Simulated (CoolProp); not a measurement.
Aqueous ethanol as a coolant, at -9 °C, 1 atm.

Model: Melinder's fits for secondary coolants, in CoolProp.

```json
[
 {"mass %": "19", "freezing point (°C)": "-10.3", "conductivity (W/(m K))": "0.445", "Prandtl number": "85.2", "density (kg/m³)": "978.1", "cp (kJ/(kg K))": "4.399"},
 {"mass %": "23.7", "freezing point (°C)": "-14.3", "conductivity (W/(m K))": "0.421", "Prandtl number": "103", "density (kg/m³)": "974.8", "cp (kJ/(kg K))": "4.304"},
 {"mass %": "28.3", "freezing point (°C)": "-18.5", "conductivity (W/(m K))": "[?]", "Prandtl number": "117", "density (kg/m³)": "970.8", "cp (kJ/(kg K))": "4.180"},
 {"mass %": "33", "freezing point (°C)": "[?]", "conductivity (W/(m K))": "0.378", "Prandtl number": "126", "density (kg/m³)": "965.5", "cp (kJ/(kg K))": "4.035"},
 {"mass %": "37.7", "freezing point (°C)": "-27.4", "conductivity (W/(m K))": "0.358", "Prandtl number": "129", "density (kg/m³)": "959.0", "cp (kJ/(kg K))": "3.886"},
 {"mass %": "42.3", "freezing point (°C)": "-31.5", "conductivity (W/(m K))": "[?]", "Prandtl number": "128", "density (kg/m³)": "951.5", "cp (kJ/(kg K))": "3.744"}
]
```

Task: What belongs in the gaps?

Result: 
- 28.3, conductivity (W/(m K)): 0.400
- 33, freezing point (°C): -23.0
- 42.3, conductivity (W/(m K)): 0.339
